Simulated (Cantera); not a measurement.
Silicon epitaxy and polysilicon growth: Si2Cl6 + HCl + H2 + Cl2

Feed: 1 mol Si2Cl6, 0.52 mol HCl, 140 mol H2, 0.024 mol Cl2, equilibrated at 2.10 mbar.

These are equilibrium values from Cantera (NASA tables, ideal gas, pure condensed phases), not measurements of a reactor. Candidate condensed phases: Si; 19 gas species. The feed counts by its element totals alone. The tables' values for SiCl3 are old estimates; treat these amounts as uncertain. The numbers say what is thermodynamically allowed, not how fast it happens.

```tsv
T (K)	log p H2	log p HCl	log p SiCl4	log p SiCl2	n Si(s)
950	-2.69	-4.44	-4.93	-6.00	0.879
975	-2.69	-4.36	-5.00	-5.82	0.991
1000	-2.69	-4.29	-5.10	-5.66	1.10
1025	-2.69	-4.23	-5.23	-5.52	1.21
1050	-2.69	-4.19	-5.39	-5.41	1.30
1075	-2.69	-4.15	-5.58	-5.32	1.36
1100	-2.70	-4.13	-5.79	-5.25	1.41
1125	-2.70	-4.12	-6.03	-5.21	1.44
1150	-2.70	-4.11	-6.28	-5.18	1.45
1175	-2.70	-4.10	-6.54	-5.15	1.45
1200	-2.70	-4.10	-6.79	-5.13	1.45
```
log p: log10 of the partial pressure in bar; n: condensed amount in mol.

From 950 K to 1200 K the condensed part is Si(s). The main Si-bearing gas is SiCl4 at 950 K and SiCl2 at 1200 K. The share of Si in condensed phases is highest at 1175 K (72.7 %) and lowest at 950 K (44.0 %).
